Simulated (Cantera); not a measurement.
Charge: 1 mol SiC, 0.0019 mol H2O, 110 mol N2, held at 1500 K.

Equilibrium computed with Cantera from the NASA thermochemical tables; the gas is ideal and each condensed phase is pure. Candidate condensed phases: C, C6H6, C7H8, C8H18, H2O, Si, SiC, SiO2, Si2N2O, Si3N4; 151 gas species. Mutual solubility and eutectic melting of coexisting phases are not modelled. Rates play no part.

x: gas mole fraction; n: condensed amount in mol.

```
P (Pa)    x N2      x Si      x H     x CO     x H2       x SiO  n C(graphite)  n SiC(s)  n Si3N4(s)
-------  -----  --------  -------  -------  -------  ----------  -------------  --------  ----------
0.100    1.000   7.67e-5  2.78e-5  1.72e-5  2.50e-6  (withheld)        0.00636     0.992           0
0.600    1.000   1.90e-5  1.89e-5  1.72e-5  6.89e-6  (withheld)              0     0.998           0
3.60     1.000   1.47e-5  1.01e-5  1.58e-5  1.19e-5  (withheld)              0     0.998           0
22       1.000   5.64e-6  4.57e-6  1.14e-5  1.49e-5  (withheld)              0     0.999           0
130      1.000   8.90e-7  1.96e-6  1.19e-5  1.61e-5  (withheld)              0     0.999    0.000218
770      1.000   4.59e-8  8.12e-7  1.66e-5  1.64e-5  (withheld)              0     0.998    0.000615
4600     1.000   2.33e-9  3.24e-7  1.72e-5  1.56e-5  (withheld)              0     0.998    0.000740
28000    1.000  1.15e-10  1.30e-7  1.74e-5  1.52e-5  (withheld)          0.998         0       0.333
170000   1.000  5.69e-12  5.27e-8  1.74e-5  1.53e-5  (withheld)          0.998         0       0.333
1000000  1.000    <1e-12  2.17e-8  1.74e-5  1.53e-5  (withheld)          0.998         0       0.333
```

Task: Some entries are withheld; supply them.

Result: 
- 0.100, x SiO: 3.38e-8
- 0.600, x SiO: 7.43e-8
- 3.60, x SiO: 1.48e-6
- 22, x SiO: 5.86e-6
- 130, x SiO: 5.33e-6
- 770, x SiO: 6.90e-7
- 4600, x SiO: 6.61e-8
- 28000, x SiO: 1.43e-8
- 170000, x SiO: 4.30e-9
- 1000000, x SiO: 1.32e-9
